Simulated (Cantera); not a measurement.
A freely propagating, adiabatic, planar premixed flame of 5.52 % CH₄, 16.0 % O₂, 78.5 % N₂, unburnt at 423 K and 0.178 atm; mixture-averaged transport, grid criteria slope 0.08 and curve 0.16, no radiation.

Computed with Cantera and GRI-Mech 3.0 (53 species, 325 reactions). Burning velocities carry a grid error of a few per cent, more on coarse grids.

x: mole fraction of selected species; z is measured from the peak of heat release.

```tsv
z (mm)	T (K)	u (m/s)	x CH₄	x O₂	x CH₂	x NO	x N₂O	x H₂O
-9.01	423	0.380	0.0552	0.160	<1e-8	<1e-8	<1e-8	3.38e-5
-6.00	425	0.382	0.0551	0.160	<1e-8	<1e-8	<1e-8	0.000297
-4.50	432	0.388	0.0546	0.159	<1e-8	<1e-8	<1e-8	0.00125
-3.00	482	0.434	0.0519	0.156	<1e-8	1.48e-8	<1e-8	0.00714
-1.50	761	0.691	0.0372	0.135	5.29e-8	1.69e-7	<1e-8	0.0352
-0.750	1047	0.955	0.0214	0.109	1.31e-6	3.75e-7	<1e-8	0.0618
0	1327	1.21	0.00553	0.0794	7.22e-6	7.17e-7	?	0.0882
0.750	1442	1.32	0.000453	0.0627	1.26e-6	1.14e-6	?	0.0994
1.50	1479	1.35	2.08e-5	0.0572	6.80e-8	1.48e-6	?	0.101
3.00	1523	1.38	4.69e-8	0.0537	<1e-8	2.01e-6	?	0.102
6.00	1575	1.42	<1e-8	0.0517	<1e-8	2.66e-6	?	0.104
12.0	1624	1.46	<1e-8	0.0506	<1e-8	3.26e-6	?	0.107
24.0	1658	1.49	<1e-8	0.0500	<1e-8	3.72e-6	?	0.109
```

Problem. Some entries are withheld; supply them.

Solution. 
- 0, x N₂O: 1.80e-8
- 0.750, x N₂O: 3.17e-8
- 1.50, x N₂O: 4.16e-8
- 3.00, x N₂O: 4.90e-8
- 6.00, x N₂O: 5.63e-8
- 12.0, x N₂O: 7.09e-8
- 24.0, x N₂O: 9.43e-8
